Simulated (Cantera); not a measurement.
A closed system holds: 1 mol CuO, 4.3 mol CH4, 1.8 mol N2, equilibrated at 2575 K and 0.00290 bar.

Equilibrium computed with Cantera from the NASA thermochemical tables; the gas is ideal and each condensed phase is pure. Equilibrium is a limit: real reactors are often held back by kinetics, nucleation or transport.

| species | before | after |
|---|---|---|
| H | 0.383 | 0.489 |
| H2 | 0.354 | 0.266 |
| N2 | 0.107 | 0.101 |
| HCN | 0.0165 | 0.0139 |
| CO | 0.0651 | 0.0607 |
| Cu | 0.0651 | 0.0607 |
| C2 | 4.97e-5 | 0.000108 |
| C | 0.000156 | 0.000340 |
| C3 | 0.000532 | 0.00116 |
| CN | 0.00115 | 0.00164 |
| C2H2 (acetylene) | 0.00520 | 0.00390 |
| C4H2 | 3.17e-5 | 2.38e-5 |
| C(graphite), mol | 2.79 | 2.80 |
Gas species are given as mole fractions.

Task: Name the change that produced these shifts.
A. temperature from 2575 K to 1900 K
B. pressure from 0.00290 bar to 0.00133 bar
C. temperature from 2575 K to 1075 K
D. temperature from 2575 K to 2023 K

Result: B, pressure from 0.00290 bar to 0.00133 bar
